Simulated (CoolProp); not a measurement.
Properties of dodecamethylpentasiloxane (MD3M) along the isobar 1.56 MPa (Tc = 354.9 °C, pc = 0.9540 MPa, ω = 0.730).

Model: reference Helmholtz-energy equation of state, Thol 2019, in CoolProp.

```csv
T (°C),phase,density (kg/m³),Joule-Thomson coefficient (K/MPa)
209.45,liquid,687.7,-0.1494
223.25,liquid,672.1,-0.1032
236.95,liquid,___,-0.04879
250.75,liquid,___,___
264.45,liquid,621.6,0.09891
278.15,liquid,___,0.2022
291.95,liquid,583.1,0.3386
305.65,liquid,561.7,0.5233
319.35,liquid,538.1,0.7879
333.15,liquid,511.3,1.196
346.85,liquid,480.0,1.874
```

Question: Complete the blanks.

Answer: 
- 236.95, density (kg/m³): 656.0
- 250.75, density (kg/m³): 639.1
- 250.75, Joule-Thomson coefficient (K/MPa): 0.01751
- 278.15, density (kg/m³): 603.0
